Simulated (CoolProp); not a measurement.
Vapour-liquid equilibrium of R13 (1) + n-butane (2) at 193.9 K; x and y are mole fractions of (1).

Computed with CoolProp (multi-fluid Helmholtz-energy mixture model, Platzer 1990 and Bücker 2006; pair parameters Bell 2016). This equation is an older, rougher fit; its heat capacities, sound speeds and derivatives of the liquid may be far off and weren't checked against measurements.

Q: Give the bubble pressure and the first vapour's composition at x = 0.35, 0.45, 0.65. Is there an azeotrope?

A: x = 0.35: 0.06508 MPa, y = 0.986; x = 0.45: 0.07274 MPa, y = 0.988; x = 0.65: 0.08503 MPa, y = 0.991. No azeotrope shows between x = 0.05 and 0.95.

Pair parameters are fitted to limited data, so mixtures are less certain than the pure fluids. With so large a gap from Raoult's law the liquid may split in two, which this calculation doesn't test in full.
